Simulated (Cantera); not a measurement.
Input: 1 mol MgCO3, 0.11 mol O2, 0.21 mol CO2, held at 1525 K and 10.0 Torr.

These are equilibrium values from Cantera (NASA tables, ideal gas, pure condensed phases), not measurements of a reactor. Candidate condensed phases: C, Mg, MgCO3, MgO; 15 gas species. Equilibrium is a limit: real reactors are often held back by kinetics, nucleation or transport.

Base state: CO2 0.916, O2 0.0834, CO 0.000194, O 1.42e-5 (mole fractions); condensed: MgO(s).

Q: What changes in the equilibrium state with this change: temperature from 1525 K to 1875 K?

A: 
```json
[
 {"species": "CO2", "before": "0.916", "after": "0.900"},
 {"species": "O2", "before": "0.0834", "after": "0.0882"},
 {"species": "CO", "before": "0.000194", "after": "0.0114"},
 {"species": "O", "before": "1.42e-5", "after": "0.000619"},
 {"species": "MgO(s), mol", "before": "1.00", "after": "1.000"}
]
```
